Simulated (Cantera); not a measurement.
# Equilibrium for tantalum, niobium, vanadium and zirconium in process gases: V + N₂ + H₂

A closed system holds: 1 mol V, 24 mol N₂, 8 mol H₂, held at 1.13 Torr.

Cantera equilibrium calculation (NASA polynomials, part measured and part estimated; ideal gas, pure solids and liquids). Candidate condensed phases: V, VN; 11 gas species. VN: taken at fixed stoichiometry. Condensed phases not in the tables: V₂N, N, O or C dissolved in the metal. Kinetics and transport are ignored.

```tsv
T (K)	x N₂	x H₂	x H	x V	n VN(s)	n V(s)
800	0.746	0.254	3.77e-11	<1e-12	1.00	0
900	0.746	0.254	1.52e-9	<1e-12	1.00	0
1000	0.746	0.254	2.95e-8	<1e-12	1.00	0
1100	0.746	0.254	3.36e-7	<1e-12	1.00	0
1200	0.746	0.254	2.57e-6	<1e-12	1.00	0
1300	0.746	0.254	1.44e-5	<1e-12	1.00	0
1400	0.746	0.254	6.33e-5	1.94e-11	1.00	0
1500	0.746	0.254	0.000229	1.20e-9	1.00	0
1600	0.746	0.254	0.000707	4.41e-8	1.000	0
1700	0.745	0.253	0.00191	1.05e-6	1.000	0
1800	0.744	0.251	0.00463	1.75e-5	0.999	0
1900	0.742	0.247	0.0102	0.000215	0.993	0
2000	0.741	0.237	0.0204	0.00154	0	0.950
2100	0.731	0.225	0.0381	0.00647	0	0.787
```
x: gas mole fraction; n: condensed amount in mol.

From 800 K to 1900 K the condensed part is VN(s). From 2000 K to 2100 K the condensed part is V(s).
